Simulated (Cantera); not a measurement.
Cantera run:

```python
import numpy as np
import cantera as ct

gas_names = [...]  # 110 gases of nasa_gas.yaml made of C, H, O
cond_names = """
    C(gr) C6H6(L) C7H8(L) C8H18(L),n-octa H2O(s) H2O(L)
""".split()


# ... load() reads the species with a 1 bar reference pressure and builds the phases ...
atoms = {
    'CH3OH': {'C': 1, 'H': 4, 'O': 1},
    'O2': {'O': 2},
    'H2': {'H': 2},
}
top_T = {'C(gr)': 4500}  # K; cautious upper limits of use, not melting points


# ... equilibrate(T, P, feed) seeds the gas with the atoms and calls Mixture.equilibrate('TP', solver="vcs", rtol=1e-11, max_steps=5000) ...
results = []
feed = {'CH3OH': 1, 'O2': 1.9, 'H2': 0.52}  # mol
T = 2825  # K
for P in [10, 72, 520, 3700, 27000, 190000, 1400000, 10000000]:
    mix = equilibrate(T, P, feed)
    results.append((T, P, feed, dict(zip(mix.species_names, mix.species_moles))))

top = {s: max(r[3][s] / sum(r[3][g] for g in gas_names) for r in results) for s in gas_names}
cols = sorted((s for s in top if top[s] > 0.0001), key=lambda s: -top[s])[:5]
seen = [c for c in cond_names if any(r[3].get(c, 0) > 1e-12 for r in results)]
print("log10 of partial pressures in bar; condensed amounts in mol")
print(f"{'P/Pa':>10s}" + "".join(f"{s[:9]:>10s}" for s in cols + seen))
for T, P, feed, n in results:
    ng = sum(n[g] for g in gas_names)
    print(f"{P:10.4g}" + "".join(f"{np.log10(max(n[s] / ng * P / 1e5, 1e-99)):10.3f}" for s in cols)
          + "".join(f"{n.get(c, 0):10.4g}" for c in seen))
```

Result:

```
log10 of partial pressures in bar; condensed amounts in mol
      P/Pa       H2O         H         O       CO2        CO
        10    -8.069    -4.294    -4.422    -7.415    -4.990
        72    -5.593    -3.462    -3.611    -5.729    -4.114
       520    -3.488    -2.749    -2.932    -4.123    -3.188
      3700    -2.027    -2.269    -2.430    -2.723    -2.289
   2.7e+04    -0.921    -1.923    -2.017    -1.521    -1.501
   1.9e+05     0.027    -1.634    -1.647    -0.484    -0.834
   1.4e+06     0.942    -1.363    -1.274     0.489    -0.234
     1e+07     1.818    -1.115    -0.894     1.395     0.292
```

Method: chemical equilibrium by Gibbs-energy minimisation in Cantera with the NASA 1993 tables (ideal gas, pure condensed phases). The ideal-gas law is rough above about 30 bar.
